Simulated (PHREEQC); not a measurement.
A column of 1 m (30 cells, dispersivity 0.08 m, 60 s a shift, diffusion coefficient 3e-10 m²/s) holds 0.0031 eq of the database's cation exchanger X per kg of pore water, first in equilibrium with 0.63 mmol/kgw MnCl2 and 0.01 mmol/kgw HCl. It is flushed with 0.002 mol/kgw MgSO4, 0.0029 mol/kgw NH4Cl and 1e-05 mol/kgw HCl, at 15 °C. Values are for the last cell. The system is closed to CO2. No solid was allowed to form.

The series has 31 steps of pore volumes, from 0 to 3.017.

Computed with PHREEQC (ion-association model, phreeqc.dat).

Q: After how many pore volumes does NH4 at the outlet first reach half of its feed value?

A: By 1.1 pore volumes.

Q: After how many pore volumes does S at the outlet first reach half of its feed value?

A: By 1.0 pore volumes.

Q: After how many pore volumes does Mg at the outlet first reach half of its feed value?

A: By 1.6 pore volumes.
